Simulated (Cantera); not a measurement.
A freely propagating, adiabatic, planar premixed flame of CO : H2 : O2 : N2 : H2O = 1 : 0.32 : 0.508 : 1.91 : 0.13 (molar parts), equivalence ratio 1.3, unburnt at 625 K and 3750 Torr; mixture-averaged transport, grid criteria slope 0.08 and curve 0.16, no radiation.

Computed with Cantera and GRI-Mech 3.0 (53 species, 325 reactions). The hydrogen kinetics of GRI-Mech 3.0 are dated; newer H2 mechanisms differ, most at raised pressure. Burning velocities carry a grid error of a few per cent, more on coarse grids.

What does this change do: inlet temperature 625 to 375 K?


| quantity | before | after |
|---|---|---|
| laminar burning velocity | 255 cm/s | 101 cm/s |
| thermal thickness | 0.0852 mm | 0.0773 mm |
| peak x(H2O2) | 9.55e-5 | 0.000162 |
